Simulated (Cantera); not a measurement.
A closed system holds: 1 mol SiCl4, 0.18 mol HCl, 86 mol H2, 0.0072 mol C3H8, at 2.55 Torr.

Cantera equilibrium calculation (NASA polynomials, part measured and part estimated; ideal gas, pure solids and liquids). Candidate condensed phases: C, C6H6, C7H8, C8H18, Si, SiC; 109 gas species. Mutual solubility and eutectic melting of coexisting phases are not modelled. The tables' values for SiCl are old estimates; treat these amounts as uncertain. Gases not in the tables: Si2H6 and higher silanes. Kinetics and transport are ignored. All values below are at 1600 °C.

Base state: H2 0.944, HCl 0.0378, H 0.0108, SiCl2 0.00425, Si 0.00259, SiCl 0.000336, Cl 0.000326, SiH 0.000137 (mole fractions); condensed: Si(l) + SiC(s).

Problem. What changes in the equilibrium state with this change: H2 from 86 to 610 mol?

Solution. 
| species | before | after |
|---|---|---|
| H2 | 0.944 | 0.981 |
| H | 0.0108 | 0.0110 |
| HCl | 0.0378 | 0.00657 |
| SiCl2 | 0.00425 | 6.47e-5 |
| Si | 0.00259 | 0.00136 |
| SiCl | 0.000336 | 3.01e-5 |
| Cl | 0.000326 | 5.56e-5 |
| Si(l), mol | 0.315 | 0 |
| SiC(s), mol | 0.0180 | 0.00691 |
